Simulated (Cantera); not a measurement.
Feed: 1 mol Al(CH3)3, 0.44 mol H2O, 1.1 mol N2, equilibrated at 0.330 Torr.

Method: chemical equilibrium by Gibbs-energy minimisation in Cantera with the NASA 1993 tables (ideal gas, pure condensed phases). Candidate condensed phases: Al, AlN, Al2O3, C, C6H6, C7H8, C8H18, H2O; 148 gas species. The feed counts by its element totals alone. Rates play no part.

x: gas mole fraction; n: condensed amount in mol.

| T (°C) | x H2 | x N2 | x CO | x H | n AlN(s) | n C(graphite) |
|---|---|---|---|---|---|---|
| 1152 | 0.826 | 0.100 | 0.0736 | … | 1.000 | 2.56 |
| 1177 | 0.826 | 0.100 | 0.0736 | … | 1.000 | 2.56 |
| 1202 | 0.825 | 0.100 | 0.0736 | … | 1.000 | 2.56 |
| 1227 | 0.825 | 0.100 | 0.0735 | … | 1.000 | 2.56 |
| 1252 | 0.825 | 0.100 | 0.0735 | … | 1.000 | 2.56 |
| 1277 | 0.824 | 0.100 | 0.0735 | … | 0.999 | 2.56 |
| 1302 | 0.824 | 0.100 | 0.0735 | … | 0.999 | 2.56 |
| 1327 | 0.823 | 0.100 | 0.0734 | … | 0.997 | 2.56 |
| 1352 | 0.822 | 0.100 | 0.0733 | … | 0.993 | 2.56 |
| 1377 | 0.819 | 0.101 | 0.0732 | … | 0.987 | 2.55 |

Question: Fill in the missing entries.

Answer: 
- 1152, x H: 0.000296
- 1177, x H: 0.000410
- 1202, x H: 0.000562
- 1227, x H: 0.000762
- 1252, x H: 0.00102
- 1277, x H: 0.00136
- 1302, x H: 0.00180
- 1327, x H: 0.00235
- 1352, x H: 0.00305
- 1377, x H: 0.00392
